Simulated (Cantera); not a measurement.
Input (Python, Cantera):

```python
import numpy as np
import cantera as ct

gas = ct.Solution("gri30.yaml")
gas.TPX = 1848, 500000, {'CH4': 1, 'H2O': 1.2, 'H2': 0.33}
reactor = ct.IdealGasConstPressureReactor(gas, energy="off", clone=False)
net = ct.ReactorNet([reactor])
net.rtol, net.atol = 1e-08, 1e-18
show = ['CH4', 'H2O', 'H2', 'HCO', 'CO2']
times = np.geomspace(0.0001, 3, 11)

steps = ct.SolutionArray(gas, extra=["t"])
rows = []
print(f"{'t/s':>10s}{'T/K':>9s}{'P/Pa':>11s}" + "".join(f"{s:>11s}" for s in show))
for t in times:
    while net.time < t:
        t_next = net.step()
        steps.append(gas.state, t=t_next)
    rows.append([np.interp(t, steps.t, y) for y in (steps.T, steps.P, *steps(*show).X.T)])
    print(f"{t:10.3e}{rows[-1][0]:9.1f}{rows[-1][1]:11.4g}" + "".join(f"{x:11.3e}" for x in rows[-1][2:]))
rate = np.gradient(steps.T, steps.t)
print("integrator steps:", len(steps.t))
if steps.T.max() > steps.T[0] + 200:
    print(f"time of steepest temperature rise: {steps.t[rate.argmax()]:.4e} s")
gas.TPX = 1848, 500000, {'CH4': 1, 'H2O': 1.2, 'H2': 0.33}
gas.equilibrate("TP")
print(f"equilibrium (TP): T = {gas.T:.1f} K  " + "  ".join(f"{s} {gas[s].X[0]:.3e}" for s in show))
```

It prints:

```
       t/s      T/K       P/Pa        CH4        H2O         H2        HCO        CO2
 1.000e-04   1848.0      5e+05  3.107e-01  4.502e-01  2.048e-01  5.043e-08  6.174e-06
 2.804e-04   1848.0      5e+05  2.271e-01  4.175e-01  2.920e-01  3.289e-08  4.901e-05
 7.860e-04   1848.0      5e+05  1.379e-01  3.802e-01  3.860e-01  2.022e-08  3.010e-04
 2.204e-03   1848.0      5e+05  7.264e-02  3.432e-01  4.617e-01  1.552e-08  1.436e-03
 6.178e-03   1848.0      5e+05  4.286e-02  2.982e-01  5.174e-01  2.133e-08  4.329e-03
 1.732e-02   1848.0      5e+05  3.421e-02  2.343e-01  5.716e-01  3.892e-08  7.490e-03
 4.856e-02   1848.0      5e+05  2.684e-02  1.599e-01  6.320e-01  6.479e-08  8.050e-03
 1.361e-01   1848.0      5e+05  1.803e-02  9.843e-02  6.833e-01  8.982e-08  6.268e-03
 3.817e-01   1848.0      5e+05  9.571e-03  6.140e-02  7.163e-01  1.064e-07  4.341e-03
 1.070e+00   1848.0      5e+05  3.122e-03  4.539e-02  7.326e-01  1.137e-07  3.323e-03
 3.000e+00   1848.0      5e+05  2.814e-04  4.141e-02  7.375e-01  1.155e-07  3.050e-03
integrator steps: 1914
equilibrium (TP): T = 1848.0 K  CH4 7.776e-06  H2O 4.112e-02  H2 7.379e-01  HCO 1.157e-07  CO2 3.029e-03
```

Computed with Cantera and GRI-Mech 3.0 (53 species, 325 reactions).
